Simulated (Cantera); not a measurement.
An isothermal, constant-pressure homogeneous reactor starts with 23.8 % NH₃, 76.2 % H₂, at 2250 K and 1.01 bar.

Detailed kinetics in Cantera: the gas-phase N/H chemistry of the illustrative SiF4/NH3 mechanism in the Surface Chemkin manual (1991). Walls and surfaces, which speed up NH3 decomposition in real reactors, are not modelled.

x: mole fraction; the columns are a selection and need not sum to one.

| t (s) | x NH₃ | x H₂ | x NH₂ | x NH | x N | x N₂H₂ | x N₂ |
|---|---|---|---|---|---|---|---|
| 2.00e-5 | 0.237 | 0.761 | 0.000560 | 9.44e-6 | 3.56e-7 | 3.37e-7 | 9.66e-6 |
| 6.37e-5 | 0.235 | 0.762 | 0.00123 | 4.49e-5 | 3.69e-6 | 2.74e-6 | 0.000519 |
| 0.000203 | 0.226 | 0.767 | 0.00131 | 5.25e-5 | 4.77e-6 | … | … |
| 0.000647 | 0.200 | 0.783 | 0.00120 | 5.06e-5 | 4.81e-6 | 2.85e-6 | 0.0148 |
| 0.00206 | … | 0.820 | … | … | 4.89e-6 | … | … |
| 0.00658 | 0.0448 | 0.874 | 0.000438 | 3.12e-5 | 5.00e-6 | 5.24e-7 | 0.0777 |
| 0.0210 | 0.00196 | 0.896 | 4.43e-5 | 7.44e-6 | 2.80e-6 | 1.02e-8 | 0.0950 |
| 0.0668 | 0.000200 | 0.897 | 4.92e-6 | 9.00e-7 | 3.68e-7 | 1.36e-10 | 0.0957 |
| 0.213 | 5.07e-5 | 0.897 | 1.25e-6 | 2.28e-7 | 9.35e-8 | 9.66e-12 | 0.0958 |
| 0.678 | 1.53e-5 | 0.897 | 3.75e-7 | 6.87e-8 | 2.82e-8 | 1.79e-12 | 0.0958 |
| 2.16 | 5.57e-6 | 0.897 | 1.37e-7 | 2.51e-8 | 1.03e-8 | 1.11e-12 | 0.0958 |
| 6.89 | 3.75e-6 | 0.897 | 9.22e-8 | 1.69e-8 | 6.92e-9 | 1.06e-12 | 0.0958 |
| 22.0 | 3.71e-6 | 0.897 | 9.11e-8 | 1.67e-8 | 6.84e-9 | 1.06e-12 | 0.0958 |
| 70.0 | 3.71e-6 | 0.897 | 9.11e-8 | 1.67e-8 | 6.84e-9 | 1.06e-12 | 0.0958 |

Question: Fill in the missing entries.

Answer: 
- 0.000203, x N₂H₂: 3.31e-6
- 0.000203, x N₂: 0.00410
- 0.00206, x NH₃: 0.137
- 0.00206, x NH₂: 0.000930
- 0.00206, x NH: 4.50e-5
- 0.00206, x N₂H₂: 1.83e-6
- 0.00206, x N₂: 0.0403
